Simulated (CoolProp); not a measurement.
Properties of R507A at several states.

Model: reference Helmholtz-energy equation of state, Lemmon 2003, in CoolProp. It is a pseudo-pure fit of the blend.

| T (K) | p (MPa) | phase | density (kg/m³) | speed of sound (m/s) | viscosity (µPa s) | fugacity coefficient |
|---|---|---|---|---|---|---|
| 358.7 | 9.86 | supercritical | 854.7 | 270.6 | 82.9 | 0.3779 |
| 345.2 | 0.136 | gas | 4.747 | 176.7 | 14.1 | 0.9869 |
| 427.1 | 0.0527 | gas | 1.471 | 197.1 | 17.3 | 0.9976 |
| 354.5 | 0.0183 | gas | 0.6148 | 180.6 | 14.5 | 0.9984 |

Viscosity comes from a separate model (Geller 2000).
